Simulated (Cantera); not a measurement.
Halide evaporation, hydrolysis and transport: MgCl2 + N2

A closed system holds: 1 mol MgCl2, 14 mol N2, held at 2500 Pa.

Equilibrium computed with Cantera from the NASA thermochemical tables; the gas is ideal and each condensed phase is pure. Candidate condensed phases: Mg, MgCl2; 9 gas species. Kinetics and transport are ignored.

At 973 K the condensed part is MgCl2(s). At 1073 K the condensed part is MgCl2(l). From 1173 K to 2073 K nothing is condensed. The main Mg-bearing gas is MgCl2 throughout.

```tsv
T (K)	x N2	x MgCl2	x Cl	x Mg	x MgCl	x Cl2	n MgCl2(s)	n MgCl2(l)
973	0.996	0.00371	1.49e-10	1.41e-11	1.21e-10	<1e-12	0.948	0
1073	0.964	0.0364	6.86e-9	5.57e-10	5.75e-9	1.02e-12	0	0.471
1173	0.933	0.0667	9.12e-8	1.06e-8	7.01e-8	1.66e-11	0	0
1273	0.933	0.0667	6.56e-7	1.15e-7	4.26e-7	1.14e-10	0	0
1373	0.933	0.0667	3.63e-6	8.47e-7	1.94e-6	6.23e-10	0	0
1473	0.933	0.0667	1.62e-5	4.59e-6	7.03e-6	2.78e-9	0	0
1573	0.933	0.0666	6.05e-5	1.96e-5	2.14e-5	1.05e-8	0	0
1673	0.933	0.0665	0.000195	6.91e-5	5.64e-5	3.42e-8	0	0
1773	0.933	0.0663	0.000551	0.000209	0.000132	9.84e-8	0	0
1873	0.932	0.0657	0.00140	0.000559	0.000281	2.53e-7	0	0
1973	0.930	0.0646	0.00323	0.00134	0.000547	5.90e-7	0	0
2073	0.927	0.0623	0.00684	0.00293	0.000984	1.25e-6	0	0
```
x: gas mole fraction; n: condensed amount in mol.
